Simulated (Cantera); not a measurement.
An isothermal, constant-pressure homogeneous reactor starts with NO : N₂ = 1 : 6.4 (molar parts), at 2200 K and 10.5 Torr. Integrator tolerance rtol = 1e-08.

Model: GRI-Mech 3.0 (53 species, 325 reactions), integrated in Cantera. Radical loss at walls, strong at low pressure, is not modelled.

Q: What does this change do: temperature 2200 to 1798 K?

A: 
```
quantity                                          before                                    after
---------------  ---------------------------------------  ---------------------------------------
x(NO) at 200 s   0.00740 (gas-phase equilibrium 0.00740)   0.0844 (gas-phase equilibrium 0.00253)
x(N₂O) at 200 s  5.28e-8 (gas-phase equilibrium 5.28e-8)  2.38e-6 (gas-phase equilibrium 1.87e-8)
x(N₂) at 200 s       0.926 (gas-phase equilibrium 0.926)      0.890 (gas-phase equilibrium 0.931)
x(O₂) at 200 s     0.0608 (gas-phase equilibrium 0.0608)    0.0253 (gas-phase equilibrium 0.0662)
x(NO₂) at 200 s  5.99e-7 (gas-phase equilibrium 5.99e-7)  8.61e-6 (gas-phase equilibrium 4.22e-7)
```
